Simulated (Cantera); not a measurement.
A perfectly stirred reactor is fed with 27.0 % H₂, 73.0 % O₂, at 0.0133 bar; it is held at 1175 K, and followed from long to short residence time.

Cantera simulation using GRI-Mech 3.0 (53 species, 325 reactions); the numbers are that mechanism's predictions, not measurements. Radical loss at walls, strong at low pressure, is not modelled. The temperature is held fixed by assumption; the heat of reaction is taken as removed at once.

**Question.** Predict: x(H₂) at τ = 0.570 s; x(O₂) at τ = 0.570 s; x(H₂O₂) at τ = 0.570 s; x(H₂O) at τ = 0.570 s; x(HO₂) at τ = 0.570 s; x(H₂) at τ = 8.50 ms; x(O₂) at τ = 8.50 ms; x(H₂O₂) at τ = 8.50 ms; x(H₂O) at τ = 8.50 ms; x(HO₂) at τ = 8.50 ms.

**Answer.** 
```
Quantity                  Value
----------------------  -------
x(H₂) at τ = 0.570 s    0.00140
x(O₂) at τ = 0.570 s      0.683
x(H₂O₂) at τ = 0.570 s  5.24e-7
x(H₂O) at τ = 0.570 s     0.308
x(HO₂) at τ = 0.570 s   8.08e-6
x(H₂) at τ = 8.50 ms     0.0160
x(O₂) at τ = 8.50 ms      0.638
x(H₂O₂) at τ = 8.50 ms  5.41e-7
x(H₂O) at τ = 8.50 ms     0.247
x(HO₂) at τ = 8.50 ms   1.17e-5
```
